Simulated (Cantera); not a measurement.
MgCO3 + SO2 + O2 (roasting and sulfation)

A closed system holds: 1 mol MgCO3, 0.41 mol SO2, 0.095 mol O2, at 1473 K.

These are equilibrium values from Cantera (NASA tables, ideal gas, pure condensed phases), not measurements of a reactor. Candidate condensed phases: C, Mg, MgCO3, MgO, MgS, MgSO4, S; 26 gas species. Mutual solubility and eutectic melting of coexisting phases are not modelled. Rates play no part.

| P (Pa) | log p CO2 | log p SO2 | log p O2 | log p SO3 | n MgO(s) | n MgSO4(l) |
|---|---|---|---|---|---|---|
| 1000 | -2.18 | -2.57 | -3.20 | -5.53 | 1.00 | 0 |
| 3500 | -1.63 | -2.02 | -2.66 | -4.72 | 1.00 | 0 |
| 13000 | -1.06 | -1.45 | -2.09 | -3.86 | 1.00 | 0 |
| 45000 | -0.52 | -0.91 | -1.55 | -3.06 | 1.00 | 0 |
| 160000 | 0.03 | -0.37 | -1.01 | -2.24 | 1.00 | 0 |
| 560000 | 0.57 | 0.17 | -0.47 | -1.43 | 1.00 | 0 |
| 2000000 | 1.16 | 0.67 | -0.13 | -0.77 | 0.924 | 0.0763 |
log p: log10 of the partial pressure in bar; n: condensed amount in mol.

From 0.0100 bar to 5.60 bar the condensed part is MgO(s). At 20.0 bar the condensed part is MgO(s) + MgSO4(l).
